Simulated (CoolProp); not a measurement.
Vapour-liquid equilibrium of fluoroethane (R161) (1) + R227EA (2) at 231.2 K; x and y are mole fractions of (1).

The numbers come from the multi-fluid Helmholtz-energy mixture model, Wu 2012 and Lemmon 2016; pair parameters Bell 2016 in CoolProp.

Q: Give the bubble pressure and the first vapour's composition at x = 0.15, 0.65, 0.85. Is there an azeotrope?

A: x = 0.15: 0.03097 MPa, y = 0.229; x = 0.65: 0.05891 MPa, y = 0.871; x = 0.85: 0.07260 MPa, y = 0.959. No azeotrope shows between x = 0.05 and 0.95.

Pair parameters are fitted to limited data, so mixtures are less certain than the pure fluids.
